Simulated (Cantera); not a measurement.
**Adiabatic ignition**

An adiabatic, constant-volume homogeneous reactor starts with C₃H₈ : O₂ : N₂ = 1 : 5.32 : 20 (molar parts), equivalence ratio 0.94, at 1450 K and 1.70 bar.

Model: GRI-Mech 3.0 (53 species, 325 reactions), integrated in Cantera. GRI-Mech 3.0 was tuned for natural gas; its chemistry of propane as a main component is partial and can be far from experiment.

```tsv
t (s)	T (K)	P (bar)	x C₃H₈	x O₂	x NO	x H₂O	x HO₂	x H₂
7.00e-6	1446	1.70	0.0372	0.202	<1e-12	0.000152	9.35e-5	0.000164
1.66e-5	1444	1.70	0.0355	0.201	1.62e-12	0.000810	8.03e-5	0.000612
3.94e-5	1450	1.71	0.0305	0.198	1.04e-11	0.00307	0.000115	0.00211
9.36e-5	2677	3.49	<1e-12	0.0379	0.000182	0.0978	1.14e-5	0.0175
0.000222	2958	3.78	<1e-12	0.0301	0.00715	0.111	1.34e-5	0.0129
0.000528	2949	3.76	<1e-12	0.0276	0.0137	0.112	1.24e-5	0.0131
0.00125	2947	3.76	<1e-12	0.0270	0.0150	0.112	1.21e-5	0.0132
0.00297	2947	3.76	<1e-12	0.0270	0.0151	0.112	1.21e-5	0.0132
0.00706	2947	3.76	<1e-12	0.0270	0.0151	0.112	1.21e-5	0.0132
0.0168	2947	3.76	<1e-12	0.0270	0.0151	0.112	1.21e-5	0.0132
0.0398	2947	3.76	<1e-12	0.0270	0.0151	0.112	1.21e-5	0.0132
0.0945	2947	3.76	<1e-12	0.0270	0.0151	0.112	1.21e-5	0.0132
0.224	2947	3.76	<1e-12	0.0270	0.0151	0.112	1.21e-5	0.0132
0.532	2947	3.76	<1e-12	0.0270	0.0151	0.112	1.21e-5	0.0132
1.26	2947	3.76	<1e-12	0.0270	0.0151	0.112	1.21e-5	0.0132
3.00	2947	3.76	<1e-12	0.0270	0.0151	0.112	1.21e-5	0.0132
```
x: mole fraction; the columns are a selection and need not sum to one.

```
Property                                                           Value
---------------------------------  -------------------------------------
time of steepest temperature rise                                87.3 µs
temperature at 3.00 s                                             2947 K
equilibrium temperature                                           2947 K
x(C₃H₈) at 3.00 s                  <1e-12 (gas-phase equilibrium <1e-12)
x(O₂) at 3.00 s                    0.0270 (gas-phase equilibrium 0.0270)
x(NO) at 3.00 s                    0.0151 (gas-phase equilibrium 0.0151)
```
